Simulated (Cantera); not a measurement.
## Moist CO burnout

An isothermal, constant-pressure homogeneous reactor starts with CO : O2 : H2O : N2 = 0.0038 : 0.031 : 0.0045 : 1 (molar parts), equivalence ratio 0.061, at 1250 K and 6980 Torr.

Cantera simulation using GRI-Mech 3.0 (53 species, 325 reactions); the numbers are that mechanism's predictions, not measurements.

| t (s) | x CO | x O2 | x H2O | x HO2 | x H2 | x NO |
|---|---|---|---|---|---|---|
| 0.000200 | 0.00366 | 0.0298 | 0.00433 | 3.06e-8 | 4.35e-10 | <1e-12 |
| 0.00102 | 0.00362 | 0.0298 | 0.00433 | 4.66e-6 | 3.22e-7 | 5.72e-12 |
| 0.00518 | 0.00274 | 0.0294 | 0.00432 | 5.63e-6 | 4.10e-6 | 1.29e-9 |
| 0.0264 | 0.000839 | 0.0285 | 0.00433 | 2.70e-6 | 1.21e-6 | 1.25e-8 |
| 0.134 | 2.51e-5 | 0.0281 | 0.00434 | 1.56e-7 | 3.25e-8 | 3.37e-8 |
| 0.683 | 3.55e-9 | 0.0281 | 0.00434 | 2.03e-9 | 3.28e-10 | 4.93e-8 |
| 3.47 | 3.90e-10 | 0.0281 | 0.00434 | 1.84e-9 | 2.95e-10 | 4.96e-8 |
| 17.7 | 3.90e-10 | 0.0281 | 0.00434 | 1.84e-9 | 2.95e-10 | 5.03e-8 |
| 90.0 | 3.90e-10 | 0.0281 | 0.00434 | 1.84e-9 | 2.95e-10 | 5.40e-8 |
x: mole fraction; the columns are a selection and need not sum to one.

Equilibrium at this temperature and pressure: CO 3.90e-10, O2 0.0280, H2O 0.00434, HO2 1.84e-9, H2 2.95e-10, NO 0.000115 (gas phase only).
